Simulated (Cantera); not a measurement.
## Catalytic stagnation flow on Pt

A jet of CH₄ : O₂ : N₂ = 0.068 : 0.095 : 0.79 (molar parts), equivalence ratio 1.4 at 300 K and 0.0415 atm hits a platinum plate 3.1 cm away at a mass flux of 0.093 kg/m²/s; the plate temperature is set and raised in steps from an oxygen-covered start.

Cantera simulation using Deutschmann's 1995 Pt surface mechanism with GRI-Mech 3.0 gas chemistry; the numbers are that mechanism's predictions, not measurements. Catalytic surfaces can have several steady states; this one follows from the mechanism file's or the stated starting coverage.

```csv
plate T (K),wall x CH₄,wall x O₂,wall x H₂O,wall x OH,wall x CO,wall x CO₂,θ free Pt,θ CO*,θ C*
950,0.0158,0.00736,0.101,<1e-8,0.0502,0.00925,0.807,0.187,0.00645
1000,0.0137,0.00655,0.103,<1e-8,0.0553,0.00579,0.883,0.108,0.00810
1050,0.0126,0.00618,0.102,<1e-8,0.0561,0.00615,0.935,0.0587,0.00535
1100,0.0121,0.00610,0.100,1.39e-8,0.0550,0.00805,0.965,0.0312,0.00272
1150,0.0120,0.00618,0.0977,3.72e-8,0.0528,0.0107,0.981,0.0166,0.00133
1200,0.0121,0.00635,0.0950,9.24e-8,0.0500,0.0139,0.990,0.00908,0.000676
```
x: mole fraction at the wall; θ: surface coverage.
